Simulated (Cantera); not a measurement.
What does this Cantera script print?

```python
import numpy as np
import cantera as ct

gas_names = """
    Cu CuF CuF2 CuO Cu2 F FO FO2 F2 F2O O O2 O3
""".split()
cond_names = """
    Cu(cr) Cu(L) CuF2(s) CuF2(L) CuO(s) Cu2O(s) Cu2O(L)
""".split()


# ... load() reads the species with a 1 bar reference pressure and builds the phases ...
atoms = {
    'CuO': {'Cu': 1, 'O': 1},
    'F2': {'F': 2},
    'O2': {'O': 2},
}
top_T = {'CuO(s)': 1390}  # K; cautious upper limits of use, not melting points


# ... equilibrate(T, P, feed) seeds the gas with the atoms and calls Mixture.equilibrate('TP', solver="vcs", rtol=1e-11, max_steps=5000) ...
results = []
feed = {'CuO': 1, 'F2': 2.1, 'O2': 0.82}  # mol
P = 1333.22  # Pa
for T in [1250, 1300, 1350, 1400, 1450, 1500, 1550, 1600, 1650, 1700]:
    mix = equilibrate(T, P, feed)
    results.append((T, P, feed, dict(zip(mix.species_names, mix.species_moles))))

top = {s: max(r[3][s] / sum(r[3][g] for g in gas_names) for r in results) for s in gas_names}
cols = sorted((s for s in top if top[s] > 0.0001), key=lambda s: -top[s])[:9]
seen = [c for c in cond_names if any(r[3].get(c, 0) > 1e-12 for r in results)]
print("log10 of partial pressures in bar; condensed amounts in mol")
print(f"{'T/K':>10s}" + "".join(f"{s[:9]:>10s}" for s in cols + seen))
for T, P, feed, n in results:
    ng = sum(n[g] for g in gas_names)
    print(f"{T:10.4g}" + "".join(f"{np.log10(max(n[s] / ng * P / 1e5, 1e-99)):10.3f}" for s in cols)
          + "".join(f"{n.get(c, 0):10.4g}" for c in seen))
```

Result:

```
log10 of partial pressures in bar; condensed amounts in mol
       T/K         F        O2      CuF2        F2       CuF         O   CuF2(L)
      1250    -2.174    -2.384    -2.618    -4.059    -8.051    -8.352    0.2291
      1300    -2.192    -2.408    -2.529    -4.363    -7.402    -7.956         0
      1350    -2.190    -2.409    -2.529    -4.607    -6.903    -7.579         0
      1400    -2.189    -2.409    -2.530    -4.835    -6.438    -7.229         0
      1450    -2.189    -2.409    -2.530    -5.048    -6.006    -6.902         0
      1500    -2.188    -2.410    -2.531    -5.248    -5.602    -6.597         0
      1550    -2.188    -2.410    -2.531    -5.435    -5.224    -6.311         0
      1600    -2.188    -2.410    -2.533    -5.610    -4.870    -6.044         0
      1650    -2.187    -2.411    -2.535    -5.775    -4.540    -5.792         0
      1700    -2.186    -2.412    -2.541    -5.929    -4.232    -5.556         0
```

These are equilibrium values from Cantera (NASA tables, ideal gas, pure condensed phases), not measurements of a reactor.
